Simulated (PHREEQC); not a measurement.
PHREEQC input (ion-association model, wateq4f.dat):

```
SOLUTION_MASTER_SPECIES
  An  An-  0  An  62.0  # stands for a non-complexing anion
SOLUTION_SPECIES
  An- = An-
    -log_k 0
    -gamma 3.0 0
PHASES
  Fix_H+
    H+ = H+
    -log_k 0
SOLUTION 1
  temp 25
  units mmol/kgw
  pH 7 charge
  Cl 22
  Ca 11
  Na 50
  An 50
END
SELECTED_OUTPUT 1
  -reset false
  -pH true
  -pe true
  -ionic_strength true
  -water true
  -totals Ca Cl Na
  -molalities Hfo_wOH Hfo_wOH2+ Hfo_wO- Hfo_sOH Hfo_sOH2+ Hfo_sO- Hfo_sOHCa+2 Hfo_wOCa+
  -saturation_indices Portlandite Halite
USER_PUNCH 1
  -headings sigma psi
  10 PUNCH EDL("sigma", "Hfo"), EDL("psi", "Hfo")
PRINT
  -reset false
USE solution 1
SURFACE 1
  Hfo_wOH 0.00853933 600 3.8
  Hfo_sOH 0.000213483
EQUILIBRIUM_PHASES 1
  Fix_H+ -4 HAn 10
    -force_equality true
  O2(g) -0.68 10
END
# ... the last block is repeated for the other 16 points of pH, with NaOH or the acid as the point needs
```

Selected output (columns that matter, 11 of 17 rows; pH added in front):

```
pH	mu	Ca	Cl	Na	m_Hfo_wOH	m_Hfo_wOH2+	m_Hfo_wO-	m_Hfo_sOH	m_Hfo_sOH2+	m_Hfo_sO-	si_Portlandite	si_Halite	sigma	psi
4	0.086849	0.011	0.022	0.05	0.0012527	0.0072817	4.9369e-06	3.13e-05	0.00018194	1.2336e-07	-17.151	-4.7534	0.31567	0.14941
5	0.085449	0.010998	0.022	0.05	0.003649	0.0048271	6.3191e-05	9.0478e-05	0.00011969	1.5668e-06	-15.149	-4.7522	0.20677	0.12828
5.5	0.084774	0.010993	0.022	0.05	0.0047657	0.0036302	0.00014332	0.00011503	8.7622e-05	3.4593e-06	-14.149	-4.7516	0.15176	0.11288
6.5	0.083546	0.0109	0.022	0.05	0.0061565	0.0019257	0.00045089	8.6702e-05	2.712e-05	6.3499e-06	-12.151	-4.7506	0.07146	0.076591
7	0.082897	0.010787	0.022	0.05	0.0064307	0.0013757	0.00068863	3.3814e-05	7.2337e-06	3.621e-06	-11.154	-4.75	0.045395	0.056774
8	0.081422	0.0096174	0.021999	0.052377	0.005348	0.00040686	0.0016104	3.6837e-06	2.8024e-07	1.1092e-06	-9.2019	-4.7286	0.016342	0.02418
9	0.079248	0.0073791	0.021997	0.056978	0.0015436	1.5314e-05	0.0035642	2.7473e-06	2.7256e-08	6.3436e-06	-7.3137	-4.6901	0.011371	0.017358
9.5	0.078787	0.0068846	0.021997	0.058011	0.00057602	1.8817e-06	0.0040394	2.5605e-06	8.3647e-09	1.7956e-05	-6.3432	-4.6819	0.010636	0.01632
10.5	0.078857	0.0065966	0.021997	0.058987	6.274e-05	2.1528e-08	0.0041887	1.4501e-06	4.9756e-10	9.6811e-05	-4.3629	-4.6747	0.0097933	0.015057
11	0.079657	0.0065524	0.021997	0.06	2.0086e-05	2.2364e-09	0.0041328	7.3828e-07	8.22e-11	0.0001519	-3.3696	-4.668	0.0093986	0.014395
12	0.090896	0.0065253	0.021997	0.072217	2.1279e-06	2.5474e-11	0.004072	1.0674e-07	1.2778e-12	0.00020426	-1.4188	-4.5971	0.0087129	0.012532
```
